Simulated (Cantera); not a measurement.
**Thermodynamics of carbothermic reduction, feed Fe3O4 + CH4 + H2**

A closed system holds: 1 mol Fe3O4, 4.1 mol CH4, 0.65 mol H2, at 2100 Pa.

Equilibrium computed with Cantera from the NASA thermochemical tables; the gas is ideal and each condensed phase is pure. Candidate condensed phases: C, C6H6, C7H8, C8H18, Fe, Fe(CO)5, FeO, Fe(OH)2, Fe(OH)3, Fe2O3, Fe3O4, H2O; 114 gas species. Iron dissolves carbon and melts from about 1420 K in contact with it, which pure phases cannot show. Condensed phases not in the tables: cementite and carbon dissolved in iron. Equilibrium is a limit: real reactors are often held back by kinetics, nucleation or transport.

From 1475 K to 1625 K the condensed part is C(graphite) + Fe(γ). From 1675 K to 1775 K the condensed part is C(graphite) + Fe(δ). At 1825 K the condensed part is C(graphite) + Fe(l). The main Fe-bearing gas is Fe throughout.

```
T (K)   x H2   x CO       x H      x Fe  x C2H2 (acetylene)  n C(graphite)  n Fe(γ)  n Fe(δ)  n Fe(l)
-----  -----  -----  --------  --------  ------------------  -------------  -------  -------  -------
1475   0.689  0.311   7.43e-5   4.16e-6             4.59e-6         0.0996     3.00        0        0
1525   0.689  0.311  0.000135   1.20e-5             8.33e-6         0.0996     3.00        0        0
1575   0.688  0.311  0.000238   3.25e-5             1.45e-5         0.0995     3.00        0        0
1625   0.688  0.311  0.000404   8.25e-5             2.45e-5         0.0992     3.00        0        0
1675   0.688  0.311  0.000665  0.000198             4.00e-5         0.0989        0     3.00        0
1725   0.687  0.311   0.00106  0.000449             6.33e-5         0.0983        0     2.99        0
1775   0.687  0.311   0.00165  0.000970             9.78e-5         0.0974        0     2.99        0
1825   0.685  0.310   0.00252   0.00199            0.000147         0.0961        0        0     2.97
```
x: gas mole fraction; n: condensed amount in mol.
